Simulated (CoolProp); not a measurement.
A closed Brayton cycle with dry air: compressor inlet 328.15 K and 3 MPa, high pressure 6.15 MPa, turbine inlet 955 K, compressor efficiency 0.89, turbine efficiency 0.85, recuperator effectiveness 0.9 (on enthalpy, no pinch check). Each further row changes one setting.

The numbers come from the reference Helmholtz-energy equation of state, Lemmon 2000 in CoolProp. It is a pseudo-pure fit of the blend.

```csv
case,thermal efficiency (%),net work (kJ/kg),compressor to turbine work,compressor exit (K),turbine exit (K)
as stated,34.8,70.1,0.55,412.6,818.3
turbine inlet 905 K,32.9,61.9,0.58,412.6,774.3
compressor inlet 338.15 K,33.8,67.4,0.57,425.0,818.3
high pressure 5.23 MPa,33.6,58.2,0.52,392.0,847.3
recuperator effectiveness 0.5,18.7,70.1,0.55,412.6,818.3
```
